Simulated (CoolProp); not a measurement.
The fluid at 298.15 K and 0.0124 MPa (gas) is heated at constant pressure to 359.3 K. The same conditions are run with several fluids, on thermodynamics alone (safety and materials aside).

Computed with CoolProp (reference Helmholtz-energy equation of state of each fluid (methanol: de Reuck 1993; R113: Marx 1992; chlorine: Thol 2021; propane: Lemmon 2009; R114: Platzer 1990)). The equations of Platzer and Polt are older, rougher fits.

```
fluid     heat (kJ/kg)  final density (kg/m³)
--------  ------------  ---------------------
methanol          96.4                  0.133
R113              41.6                  0.780
chlorine          29.7                  0.295
propane            110                  0.183
R114              44.3                  0.711
```
